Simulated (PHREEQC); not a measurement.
Dissolve 0.0016 mol NaBr and 0.0014 mol NiCl2 per kg of water at 85 °C. Closed to the air; pH follows from the charge balance.

Computed with PHREEQC (ion-association model, wateq4f.dat).

Each row changes one thing in this solution. No solid was allowed to form.

| case | pH | NiCl+ (mol/kgw) | NiOH+ (mol/kgw) |
|---|---|---|---|
| as made | 5.66 | 6.73e-6 | 2.22e-6 |
| NaBr replaced by NaCl at the same molality | 5.66 | 1.06e-5 | 2.22e-6 |
| NaBr from 0.0016 to 0.00176 mol/kgw | 5.66 | 6.70e-6 | 2.22e-6 |
| 0.0025 mol/kgw HNO3 added | 2.64 | 6.33e-6 | 2.04e-9 |
| NaBr left out | 5.65 | 7.10e-6 | 2.26e-6 |
| diluted 100-fold with water | 6.22 | 9.39e-10 | 1.03e-7 |
| 7e-05 mol/kgw HCl added | 4.19 | 6.90e-6 | 7.54e-8 |

Away from 25 °C the constants follow the database's enthalpies or fits; those with neither stay at their 25 °C values.
